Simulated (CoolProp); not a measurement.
The fluid at 298.15 K and 0.1 MPa is compressed adiabatically to 0.573 MPa with isentropic efficiency 0.8. The same conditions are run with several fluids, on thermodynamics alone (safety and materials aside).

Computed with CoolProp (reference Helmholtz-energy equation of state of each fluid (sulfur dioxide: Gao 2016; dimethyl ether: Wu 2011; R236EA: Rui 2013; R404A: Lemmon 2003; isobutane: Bücker 2006)). Blends and air are pseudo-pure fits.

```
fluid           work (kJ/kg)  final temperature (K)  final density (kg/m³)
--------------  ------------  ---------------------  ---------------------
sulfur dioxide          99.2                  450.5                   10.0
dimethyl ether           127                      …                      …
R236EA                  35.1                  345.2                   34.6
R404A                   58.6                  365.7                   19.3
isobutane               95.1                      …                   12.3
```

Task: Fill in the missing entries.

Result: 
- dimethyl ether, final temperature (K): 384.0
- dimethyl ether, final density (kg/m³): 8.66
- isobutane, final temperature (K): 357.1
